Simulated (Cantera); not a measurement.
**Moist CO burnout**

An isothermal, constant-pressure homogeneous reactor starts with 0.206 % CO, 1.68 % O2, 4.67 % H2O, 93.4 % N2, equivalence ratio 0.061, at 1325 K and 0.870 bar.

Detailed kinetics in Cantera: GRI-Mech 3.0 (53 species, 325 reactions).

```
t (s)         x CO    x O2   x H2O      x OH     x NO2       x O     x HO2
--------  --------  ------  ------  --------  --------  --------  --------
7.00e-5    0.00206  0.0168  0.0467  7.70e-10    <1e-12  4.36e-10  3.31e-10
0.000172   0.00206  0.0168  0.0467   3.00e-9    <1e-12  9.12e-10  8.35e-10
0.000421   0.00206  0.0168  0.0467   1.58e-8    <1e-12   3.17e-9   2.53e-9
0.00103    0.00206  0.0168  0.0467   2.66e-7    <1e-12   4.71e-8   2.41e-8
0.00253    0.00192  0.0167  0.0466   8.58e-5    <1e-12   2.14e-5   1.84e-6
0.00622   0.000307  0.0159  0.0466  0.000168  3.65e-11   4.30e-5   1.83e-6
0.0153     3.40e-5  0.0158  0.0467   6.36e-5  1.05e-10   5.80e-6   3.53e-7
0.0374     3.91e-6  0.0158  0.0468   2.76e-5  1.06e-10   1.06e-6   6.52e-8
0.0918     3.54e-7  0.0158  0.0468   1.37e-5  6.75e-11   2.61e-7   1.55e-8
0.225      2.48e-8  0.0158  0.0468   7.96e-6  4.71e-11   8.76e-8   6.31e-9
0.552      5.72e-9  0.0158  0.0468   5.72e-6  4.58e-11   4.54e-8   4.70e-9
1.35       4.47e-9  0.0158  0.0468   5.22e-6  4.73e-11   3.78e-8   4.49e-9
3.32       4.42e-9  0.0158  0.0468   5.19e-6  4.77e-11   3.74e-8   4.49e-9
8.15       4.42e-9  0.0158  0.0468   5.19e-6  4.83e-11   3.74e-8   4.49e-9
20.0       4.42e-9  0.0158  0.0468   5.19e-6  4.96e-11   3.74e-8   4.49e-9
```
x: mole fraction; the columns are a selection and need not sum to one.

Equilibrium at this temperature and pressure: CO 4.43e-9, O2 0.0157, H2O 0.0468, OH 5.18e-6, NO2 3.48e-7, O 3.73e-8, HO2 4.47e-9 (gas phase only).
